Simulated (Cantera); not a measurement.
Feed: 1 mol Fe(CO)5, 1 mol O2, 0.14 mol N2, held at 0.110 bar.

Equilibrium computed with Cantera from the NASA thermochemical tables; the gas is ideal and each condensed phase is pure. Candidate condensed phases: C, Fe, Fe(CO)5, FeO, Fe2O3, Fe3O4; 27 gas species. The tables' stoichiometric FeO is somewhat more stable than real wüstite, so its field is too wide. FeO: taken at fixed stoichiometry. Kinetics and transport are ignored. All values below are at 927 °C.

Base state: CO 0.778, CO2 0.195, N2 0.0272 (mole fractions); condensed: FeO(s).

Task: What changes in the equilibrium state with this change: Fe(CO)5 replaced by Pb?

Result: 
| species | before | after |
|---|---|---|
| O2 | <1e-9 | 0.781 |
| N2 | 0.0272 | 0.219 |
| PbO | 0 | 0.000620 |
| CO | 0.778 | 0 |
| CO2 | 0.195 | 0 |
| NO | <1e-9 | 0.000199 |
| FeO(s), mol | 1.00 | 0 |
| PbO(l), mol | 0 | 1.000 |
Further candidate phases: Pb, PbO, PbO2, Pb3O4.
